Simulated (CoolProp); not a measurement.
Saturation properties of R1336mzz(Z).

Model: reference Helmholtz-energy equation of state, McLinden 2020, in CoolProp.

```csv
T (°C),p (MPa),liquid density (kg/m³),liquid cp (kJ/(kg K))
-31.95,0.004073,1504,1.102
-16.05,0.01071,1467,1.136
-0.05,0.02469,1428,1.169
15.85,0.05070,1388,1.202
31.75,0.09516,1347,1.235
47.65,0.1659,1304,1.269
63.65,0.2727,1258,1.305
79.55,0.4248,1209,1.345
95.45,0.6341,1155,1.393
111.35,0.9136,1096,1.455
127.25,1.278,1027,1.549
143.25,1.747,942.6,1.727
159.15,2.339,822.7,2.313
```

It boils at 33.5 °C under 1 atm.
